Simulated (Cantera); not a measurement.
A closed system holds: 1 mol BCl₃, 140 mol H₂, equilibrated at 1175 K and 188 Torr.

Cantera equilibrium calculation (NASA polynomials, part measured and part estimated; ideal gas, pure solids and liquids). Candidate condensed phases: B; 13 gas species. Gases not in the tables: BHCl₂. Rates play no part.

Base state: H₂ 0.979, HCl 0.0205, BCl₃ 0.000218 (mole fractions); condensed: B(s).

Q: What changes in the equilibrium state with this change: BCl₃ replaced by B₂O₃?

A: 
| species | before | after |
|---|---|---|
| H₂ | 0.979 | 1.000 |
| H₂O | 0 | 1.86e-5 |
| HBO | 0 | 1.10e-5 |
| HCl | 0.0205 | 0 |
| BCl₃ | 0.000218 | 0 |
| B₃O₃H₃ | 0 | 1.04e-5 |
| B(s), mol | 0.969 | 0 |
| B₂O₃(l), mol | 0 | 0.997 |
Further candidate phases: B₂O₃, B₃O₃H₃, H₂O.
